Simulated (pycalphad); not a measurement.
**Effect of C content in Si-C**

All values are pycalphad results on the COST 507 light-alloy database (1999) (1 atm), not direct measurements. No gas phase is included, though pure Si would boil below 3201 K. These are 1990s assessments: newer ones move some temperatures and phases. Phase fractions are per mole of atoms. Diffusion is slow at the low end, where real alloys seldom reach equilibrium.

| alloy | liquidus (K) | first solid | solidus (K) | phases at 900 K |
|---|---|---|---|---|
| Si-5.2C (at.%) | 2811 | CSI | 1687 | DIAMOND_A4 0.90, CSI 0.10 |
| Si-10.4C (at.%) | 2975 | CSI | 1687 | DIAMOND_A4 0.79, CSI 0.21 |
| Si-15.6C (at.%) | 3072 | CSI | 1687 | DIAMOND_A4 0.69, CSI 0.31 |
| Si-20.8C (at.%) | 3201 | GRAPHITE | 1687 | DIAMOND_A4 0.58, CSI 0.42 |

Database names, with the compositions (at.%) that they take in these runs: CSI: Si 50 C 50. DIAMOND_A4 is diamond (Si).
